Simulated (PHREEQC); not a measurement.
A PHREEQC input (ion-association model, phreeqc.dat):

```
SOLUTION 1
  temp 80
  units mg/L
  pH 6.76
  pe 11
  Na 3190
  K 22.7
  Ca 239
  Mg 350
  Cl 6150 charge
  Li 0.1 charge
  S(6) 196 as SO4
  Alkalinity 648 as HCO3
  Zn 2.73
  Ba 2.75
  Cd 17.3
END
USE solution 1
EQUILIBRIUM_PHASES 1
  Gypsum 0 0
  CO2(g) -2.5 10
END
```

It stops with these messages:

```
ERROR: Charge balance specified for more than one species.
ERROR: Program terminating due to input errors.
```

The fault: two constituents marked charge. The line should read `Cl 6150` where the input has `Cl 6150 charge / Li 0.1 charge`. With the mend the run ends at pH 8.29 and ionic strength 0.199 mol/kgw.
